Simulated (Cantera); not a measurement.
Input (Python, Cantera):

```python
import numpy as np
import cantera as ct

surf = ct.Interface("diamond.yaml", "diamond_100")
gas, bulk = surf.adjacent["gas"], surf.adjacent["diamond"]
k = surf.kinetics_species_index(bulk.species_names[0])
cover = ["c6HH", "c6H*", "c6*H", "c6**", "c6HM", "c6B"]

rows, drift = [], 0.0
print(f"{'P':>10s}{'um/h':>11s}" + "".join(f"{s:>11s}" for s in cover))
for v in [1400, 2100, 3000, 4300, 6300, 9000, 13000, 19000]:
    T, P, xH, xCH3 = 1175, v, 0.0059, 0.00098
    gas.TPX = T, P, {"H": xH, "CH3": xCH3, "CH4": 0.011, "H2": 1 - xH - xCH3 - 0.011}
    surf.TP = bulk.TP = T, P
    surf.coverages = "c6H*:0.1, c6HH:0.9"
    surf.advance_coverages(100.0)
    before = surf.coverages
    surf.advance_coverages(100.0)
    drift = max(drift, np.max(np.abs(surf.coverages - before) / (surf.coverages + 1e-9)))
    rate = surf.net_production_rates[k] * bulk.mean_molecular_weight / bulk.density * 3.6e9
    rows.append([rate, *surf[cover].coverages])
    print(f"{v:10.4g}{rate:11.4e}" + "".join(f"{x:11.3e}" for x in rows[-1][1:]))
```

Result:

```
         P       um/h       c6HH       c6H*       c6*H       c6**       c6HM        c6B
      1400 2.8761e+00  4.527e-01  3.519e-02  4.733e-01  2.510e-02  7.462e-03  7.804e-09
      2100 5.4878e+00  4.507e-01  3.502e-02  4.710e-01  2.498e-02  1.029e-02  1.489e-08
      3000 9.6322e+00  4.486e-01  3.485e-02  4.685e-01  2.485e-02  1.331e-02  2.614e-08
      4300 1.6762e+01  4.462e-01  3.466e-02  4.657e-01  2.470e-02  1.679e-02  4.549e-08
      6300 2.9507e+01  4.434e-01  3.445e-02  4.625e-01  2.454e-02  2.076e-02  8.007e-08
      9000 4.8808e+01  4.408e-01  3.425e-02  4.594e-01  2.438e-02  2.450e-02  1.324e-07
   1.3e+04 7.9862e+01  4.383e-01  3.408e-02  4.564e-01  2.424e-02  2.815e-02  2.167e-07
   1.9e+04 1.2923e+02  4.360e-01  3.395e-02  4.536e-01  2.411e-02  3.148e-02  3.507e-07
```

Detailed kinetics in Cantera: the Harris–Goodwin 1993 mechanism for the reconstructed diamond (100) surface.
